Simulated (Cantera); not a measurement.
An isothermal plug-flow reactor at 950 K and 1.01 bar (inlet), inlet velocity 3.2 m/s, active area per volume 1600 1/m; feed CO : O₂ : N₂ : H₂O = 0.0029 : 0.13 : 0.79 : 0.025 (molar parts), equivalence ratio 0.011.

Model: Deutschmann's 1995 Pt surface mechanism with GRI-Mech 3.0 gas chemistry, integrated in Cantera. Catalytic surfaces can have several steady states; this one follows from the mechanism file's or the stated starting coverage. Mass transfer to the wall is taken as infinitely fast.

One state of this run: x CO = 0.000388; x O₂ = 0.136; x H₂O = 0.0264; x CO₂ = 0.00268; θ free Pt = 0.135; θ O* = 0.862; θ OH* = 0.00302. x: gas mole fraction; θ: surface coverage.

Which value of z (m) does it belong to?
A. 0.00013
B. 6.2e-05
C. 0.00062
D. 0.00029

C, 0.00062
